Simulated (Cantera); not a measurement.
Charge: 1 mol trisilylamine, 0.11 mol NH3, 2.2 mol H2, 1.2 mol N2, equilibrated at 13300 Pa.

Equilibrium computed with Cantera from the NASA thermochemical tables; the gas is ideal and each condensed phase is pure. Candidate condensed phases: Si, Si3N4; 18 gas species. The feed counts by its element totals alone. Mutual solubility and eutectic melting of coexisting phases are not modelled. Gases not in the tables: Si2H6 and higher silanes. Kinetics and transport are ignored.

Which condensed phases are stable at each of these points (T (K)): 773, 973, 1173, 1373, 1573, 1773, 1973, 2173?


```tsv
T (K)	condensed phases	Si condensed (%)
773	Si(s) + Si3N4(s)	100.0
973	Si(s) + Si3N4(s)	100.0
1173	Si(s) + Si3N4(s)	100.0
1373	Si(s) + Si3N4(s)	100.0
1573	Si(s) + Si3N4(s)	100.0
1773	Si(l) + Si3N4(s)	100.0
1973	Si(l)	99.9
2173	Si(l)	99.2
```

From 773 K to 1573 K the condensed part is Si(s) + Si3N4(s). At 1773 K the condensed part is Si(l) + Si3N4(s). From 1973 K to 2173 K the condensed part is Si(l).
